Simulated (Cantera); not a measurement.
Input: 1 mol MgCO3, 0.58 mol H2S, 0.13 mol O2, equilibrated at 1000 Pa.

Cantera equilibrium calculation (NASA polynomials, part measured and part estimated; ideal gas, pure solids and liquids). Candidate condensed phases: C, C6H6, C7H8, C8H18, H2O, H2SO4, Mg, MgCO3, MgO, Mg(OH)2, MgS, MgSO4, S; 130 gas species. Gases not in the tables: S3 to S7. The numbers say what is thermodynamically allowed, not how fast it happens. All values below are at 698 K.

Base state: CO2 0.583, H2S 0.189, H2O 0.150, S2 0.0725, COS 0.00266, SO2 0.00237, H2 0.000498, CO 0.000202 (mole fractions); condensed: MgO(s).

Problem. What changes in the equilibrium state with this change: O2 from 0.13 to 0.12 mol?

Solution. 
```json
[
 {"species": "CO2", "before": "0.583", "after": "0.585"},
 {"species": "H2S", "before": "0.189", "after": "0.200"},
 {"species": "H2O", "before": "0.150", "after": "0.141"},
 {"species": "S2", "before": "0.0725", "after": "0.0682"},
 {"species": "SO2", "before": "0.00237", "after": "0.00170"},
 {"species": "S8", "before": "3.80e-5", "after": "2.97e-5"},
 {"species": "S2O", "before": "0.000154", "after": "0.000125"},
 {"species": "CO", "before": "0.000202", "after": "0.000235"},
 {"species": "COS", "before": "0.00266", "after": "0.00301"},
 {"species": "MgO(s), mol", "before": "1.00", "after": "1.00"}
]
```
